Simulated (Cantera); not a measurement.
An isothermal, constant-pressure homogeneous reactor starts with 50.3 % CH4, 23.1 % H2O, 26.6 % H2, at 1700 K and 170000 Pa.

Cantera simulation using GRI-Mech 3.0 (53 species, 325 reactions); the numbers are that mechanism's predictions, not measurements. GRI-Mech 3.0 stops at C3 and has no aromatics, soot or wall deposition, so with more carbon than oxygen in the feed, carbon stays in small species such as C2H2 where larger ones or solid carbon would form.

One state of this run: x CH4 = 0.139; x H2O = 0.171; x H2 = 0.566; x CH3 = 0.000371; x CO2 = 0.000160; x H2O2 = <1e-12. x: mole fraction; the columns are a selection and need not sum to one.

Q: Which value of t (s) does it belong to?
(A) 0.0200
(B) 9.28e-6
(C) 0.0928
(D) 2.00e-6

A: A, 0.0200
